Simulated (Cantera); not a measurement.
A perfectly stirred reactor is fed with 40.3 % H₂, 12.6 % O₂, 47.1 % N₂, at 101000 Pa; it is adiabatic with a 750 K inlet, and is followed from long to short residence time, starting on the burning branch (τ in s: 0.022, 0.0094, 0.004, 0.0017, 0.00072, 0.00031, 0.00013, 5.6e-05, 2.4e-05, 1e-05).

Detailed kinetics in Cantera: GRI-Mech 3.0 (53 species, 325 reactions).

One state of this run: T (K) = 2466; x H₂ = 0.167; x O₂ = 0.000255; x NO = 0.000309; x NO₂ = 5.95e-9; x H = 0.0153; x O = 0.000305; x OH = 0.00505. x: mole fraction; the columns are a selection and need not sum to one.

Task: Which value of τ (s) does it belong to?
A. 0.0040
B. 0.00072
C. 1.0e-5
D. 0.0094

Result: D, 0.0094
